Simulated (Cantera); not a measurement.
An isothermal, constant-pressure homogeneous reactor starts with 45.5 % CH4, 54.5 % N2, at 1675 K and 0.0540 bar.

Cantera simulation using GRI-Mech 3.0 (53 species, 325 reactions); the numbers are that mechanism's predictions, not measurements. GRI-Mech 3.0 stops at C3 and has no aromatics, soot or wall deposition, so with more carbon than oxygen in the feed, carbon stays in small species such as C2H2 where larger ones or solid carbon would form.

### Question
Predict: x(CH4) at 50.0 s; x(C2H6) at 50.0 s; x(CH3) at 50.0 s; x(H) at 50.0 s; x(C2H2) at 50.0 s; x(C2H4) at 50.0 s.

### Answer
* **x(CH4) at 50.0 s**: 0.00107 (gas-phase equilibrium 0.000872)
* **x(C2H6) at 50.0 s**: 1.53e-8 (gas-phase equilibrium 1.02e-8)
* **x(CH3) at 50.0 s**: 1.59e-5 (gas-phase equilibrium 1.30e-5)
* **x(H) at 50.0 s**: 0.000344 (gas-phase equilibrium 0.000344)
* **x(C2H2) at 50.0 s**: 0.156 (gas-phase equilibrium 0.104)
* **x(C2H4) at 50.0 s**: 0.000231 (gas-phase equilibrium 0.000154)
